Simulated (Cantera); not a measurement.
A perfectly stirred reactor is fed with CH4 : O2 : N2 = 1 : 2.7 : 10.2 (molar parts), at 9.87 atm; it is adiabatic with a 375 K inlet, and is followed from long to short residence time, starting on the burning branch (τ in s: 0.025, 0.011, 0.0045, 0.0019, 0.0008, 0.00034, 0.00014, 6e-05, 2.5e-05, 1.1e-05, 4.5e-06).

Cantera simulation using GRI-Mech 3.0 (53 species, 325 reactions); the numbers are that mechanism's predictions, not measurements.

Q: Predict: blow-out, bracketed by the residence times tried; x(CH4) at τ = 25.0 ms; x(O2) at τ = 25.0 ms; x(HCO) at τ = 25.0 ms; x(H2O) at τ = 25.0 ms; x(CO) at τ = 25.0 ms; x(CH4) at τ = 0.340 ms; x(O2) at τ = 0.340 ms; x(HCO) at τ = 0.340 ms; x(H2O) at τ = 0.340 ms; x(CO) at τ = 0.340 ms.

A: 
```json
{
  "blow_out_bracketed_by_the_residence_times_tried": "burning at 0.140 ms, out at 60.0 µs",
  "x(CH4) at τ = 25.0 ms": "7.28e-6",
  "x(O2) at τ = 25.0 ms": "0.0502",
  "x(HCO) at τ = 25.0 ms": "7.99e-9",
  "x(H2O) at τ = 25.0 ms": "0.143",
  "x(CO) at τ = 25.0 ms": "0.000243",
  "x(CH4) at τ = 0.340 ms": "0.000195",
  "x(O2) at τ = 0.340 ms": "0.0526",
  "x(HCO) at τ = 0.340 ms": "6.22e-7",
  "x(H2O) at τ = 0.340 ms": "0.141",
  "x(CO) at τ = 0.340 ms": "0.00426"
}
```
